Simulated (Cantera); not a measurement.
## Low-pressure radical oxidation in H2/O2

An isothermal, constant-pressure homogeneous reactor starts with 3.01 % H₂, 97.0 % O₂, at 1023 K and 0.0276 atm.

Computed with Cantera and GRI-Mech 3.0 (53 species, 325 reactions). Radical loss at walls, strong at low pressure, is not modelled.

```tsv
t (s)	x H₂	x O₂	x H	x O	x OH	x H₂O₂	x HO₂
6.00e-5	0.0301	0.970	4.56e-11	2.66e-11	2.24e-11	<1e-12	6.66e-11
0.000177	0.0301	0.970	1.24e-10	1.80e-10	1.19e-10	<1e-12	1.99e-10
0.000520	0.0301	0.970	8.52e-10	1.99e-9	1.06e-9	<1e-12	6.32e-10
0.00153	0.0301	0.970	1.38e-7	3.49e-7	1.80e-7	3.05e-12	1.32e-8
0.00451	0.00531	0.955	0.00560	0.0105	0.00235	5.16e-7	1.17e-5
0.0133	0.000170	0.964	0.000591	0.00462	0.000608	1.33e-7	6.53e-6
0.0391	2.62e-5	0.969	3.84e-5	0.000796	0.000231	1.03e-7	2.83e-6
0.115	3.26e-6	0.969	1.88e-6	0.000107	8.42e-5	6.50e-8	8.48e-7
0.340	4.04e-7	0.969	1.02e-7	1.52e-5	3.21e-5	2.96e-8	1.96e-7
1.00	6.10e-8	0.969	7.68e-9	2.70e-6	1.36e-5	1.08e-8	4.39e-8
```
x: mole fraction; the columns are a selection and need not sum to one.

Equilibrium at this temperature and pressure: H₂ 3.19e-11, O₂ 0.969, H <1e-12, O 1.84e-9, OH 3.54e-7, H₂O₂ 1.89e-11, HO₂ 9.50e-10 (gas phase only).
